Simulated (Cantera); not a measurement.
What does this Cantera script print?

```python
import numpy as np
import cantera as ct

gas = ct.Solution("gri30.yaml")
gas.TPX = 675, 1300000, {'CO': 1, 'H2': 0.053, 'O2': 0.924, 'N2': 3.88}
inlet = ct.Reservoir(gas, clone=True)
gas.equilibrate("HP")  # start burning
reactor = ct.IdealGasConstPressureReactor(gas, energy="on", clone=False)
exhaust = ct.Reservoir(gas, clone=True)
tau = [0.085, 0.034, 0.014, 0.0057, 0.0023, 0.00093, 0.00038, 0.00015, 6.2e-05, 2.5e-05][0]
for a, b in ((inlet, reactor), (reactor, exhaust)):
    ct.MassFlowController(a, b, mdot=lambda t: reactor.mass / tau)
net = ct.ReactorNet([reactor])
show = ['CO', 'H2', 'O2', 'O', 'H', 'H2O2', 'NO2']

rows = []
print(f"{'tau/s':>10s}{'T/K':>9s}" + "".join(f"{s:>11s}" for s in show))
for tau in [0.085, 0.034, 0.014, 0.0057, 0.0023, 0.00093, 0.00038, 0.00015, 6.2e-05, 2.5e-05]:
    net.initial_time = 0.0
    net.advance(30 * tau)
    before = gas.X
    net.advance(40 * tau)
    drift = np.max(np.abs(gas.X - before) / (gas.X + 1e-9))
    rows.append([gas.T, *gas[show].X, drift])
    print(f"{tau:10.3e}{gas.T:9.1f}" + "".join(f"{x:11.3e}" for x in gas[show].X))
```

It prints:

```
     tau/s      T/K         CO         H2         O2          O          H       H2O2        NO2
 8.500e-02   2102.6  8.433e-04  7.970e-06  7.385e-02  1.332e-04  3.080e-06  2.796e-08  6.705e-06
 3.400e-02   2101.4  1.195e-03  1.055e-05  7.435e-02  1.707e-04  4.501e-06  3.281e-08  4.776e-06
 1.400e-02   2096.8  1.870e-03  1.550e-05  7.480e-02  2.442e-04  7.755e-06  4.192e-08  4.005e-06
 5.700e-03   2087.2  3.136e-03  2.462e-05  7.538e-02  3.838e-04  1.529e-05  5.807e-08  3.805e-06
 2.300e-03   2069.5  5.407e-03  4.036e-05  7.633e-02  6.336e-04  3.222e-05  8.457e-08  3.682e-06
 9.300e-04   2039.1  9.314e-03  6.578e-05  7.792e-02  1.052e-03  6.822e-05  1.262e-07  3.203e-06
 3.800e-04   1988.5  1.584e-02  1.039e-04  8.062e-02  1.694e-03  1.378e-04  1.921e-07  2.298e-06
 1.500e-04   1896.8  2.788e-02  1.613e-04  8.579e-02  2.564e-03  2.565e-04  3.180e-07  1.285e-06
 6.200e-05    675.0  1.707e-01  9.049e-03  1.578e-01  3.301e-14  3.345e-17  3.631e-18  5.093e-20
 2.500e-05    675.0  1.707e-01  9.049e-03  1.578e-01  2.867e-14  2.889e-17  3.485e-19  6.156e-24
```

Cantera simulation using GRI-Mech 3.0 (53 species, 325 reactions); the numbers are that mechanism's predictions, not measurements. The hydrogen kinetics of GRI-Mech 3.0 are dated; newer H2 mechanisms differ, most at raised pressure. The pressure lies above the range GRI-Mech 3.0 was tuned for (to about 10 atm).
